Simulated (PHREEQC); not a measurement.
1 kg of water holding 0.15 mol/kgw K2SO4, 0.37 mol/kgw NaCl and 0.013 mol/kgw MgSO4 is evaporated at 25 °C; the solids stay in contact with the brine. No CO2 enters from the air. Solids allowed: Arcanite, Bischofite, Bloedite, Brucite, Carnallite, Epsomite, Glaserite, Halite, Hexahydrite, Kainite, Kieserite, Leonite, Mirabilite, Misenite, Schoenite, Sylvite, Thenardite, MgCl2_4H2O. Others were left out.

Computed with PHREEQC (Pitzer model, pitzer.dat).

| water left (kg) | ionic strength | water activity | Halite (mol) | Glaserite (mol) | Sylvite (mol) | Mg in solution (mol/kgw) | Cl in solution (mol/kgw) |
|---|---|---|---|---|---|---|---|
| 1 | 0.872 | 0.982 | 0 | 0 | 0 | 0.0130 | 0.370 |
| 0.6755 | 1.29 | 0.974 | 0 | 0 | 0 | 0.0192 | 0.548 |
| 0.4563 | 1.91 | 0.962 | 0 | 0 | 0 | 0.0285 | 0.811 |
| 0.3082 | 2.83 | 0.943 | 0 | 0 | 0 | 0.0422 | 1.20 |
| 0.2082 | 4.19 | 0.915 | 0 | 0 | 0 | 0.0624 | 1.78 |
| 0.1407 | 5.00 | 0.884 | 0 | 0.0280 | 0 | 0.0924 | 2.63 |
| 0.1156 | 5.45 | 0.863 | 0 | 0.0403 | 0 | 0.112 | 3.20 |
| 0.07809 | 6.67 | 0.801 | 0 | 0.0585 | 0 | 0.166 | 4.74 |
| 0.05275 | 8.17 | 0.720 | 0.0210 | 0.0700 | 0 | 0.246 | 6.62 |
| 0.03564 | 8.30 | 0.714 | 0.123 | 0.0755 | 0 | 0.365 | 6.93 |
| 0.02407 | 8.54 | 0.710 | 0.183 | 0.0772 | 0.0197 | 0.540 | 6.93 |

Glaserite from water left = 0.1711 kg; Halite from water left = 0.05275 kg; Sylvite from water left = 0.0293 kg.
